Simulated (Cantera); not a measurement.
Input: 1 mol SiH4, 300 mol N2, held at 1175 K and 100 Torr.

Equilibrium computed with Cantera from the NASA thermochemical tables; the gas is ideal and each condensed phase is pure. Candidate condensed phases: Si, Si3N4; 18 gas species. N2 is the only nitrogen source here; it is nearly inert below about 1500 K, so the nitride shown seldom forms there in practice. Kinetics and transport are ignored.

**Question.** What is the equilibrium state?

**Answer.** 
```json
{
  "x(N2)": "0.993",
  "x(H2)": "0.00664",
  "n(Si3N4(s))": "0.333 mol",
  "gas_amount": "301.3 mol",
  "log10 activity of Si(s) (absent)": "-4.67"
}
```
